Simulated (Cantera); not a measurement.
## Equilibrium for calcination and drying: Ca(OH)2 + CO2 + H2O

Charge: 1 mol Ca(OH)2, 2.4 mol CO2, 0.26 mol H2O, equilibrated at 10.0 mbar.

These are equilibrium values from Cantera (NASA tables, ideal gas, pure condensed phases), not measurements of a reactor. Candidate condensed phases: C, C6H6, C7H8, C8H18, Ca, CaCO3, CaO, Ca(OH)2, H2O; 115 gas species. Rates play no part.

From 800 °C to 1625 °C the condensed part is CaO(s).

| T (°C) | x CO2 | x H2O | x CO | x O2 | n CaO(s) |
|---|---|---|---|---|---|
| 800 | 0.656 | 0.344 | 2.76e-6 | 2.13e-6 | 1.00 |
| 875 | 0.656 | 0.344 | 1.13e-5 | 7.97e-6 | 1.00 |
| 950 | 0.656 | 0.344 | 3.85e-5 | 2.55e-5 | 1.00 |
| 1025 | 0.656 | 0.344 | 0.000114 | 7.18e-5 | 1.00 |
| 1100 | 0.655 | 0.344 | 0.000297 | 0.000181 | 1.00 |
| 1175 | 0.655 | 0.344 | 0.000702 | 0.000414 | 1.00 |
| 1250 | 0.654 | 0.344 | 0.00152 | 0.000874 | 1.000 |
| 1325 | 0.651 | 0.343 | 0.00305 | 0.00172 | 1.000 |
| 1400 | 0.648 | 0.342 | 0.00574 | 0.00317 | 1.000 |
| 1475 | 0.641 | 0.340 | 0.0102 | 0.00554 | 1.000 |
| 1550 | 0.632 | 0.337 | 0.0171 | 0.00920 | 1.000 |
| 1625 | 0.617 | 0.333 | 0.0275 | 0.0146 | 1.000 |
x: gas mole fraction; n: condensed amount in mol.
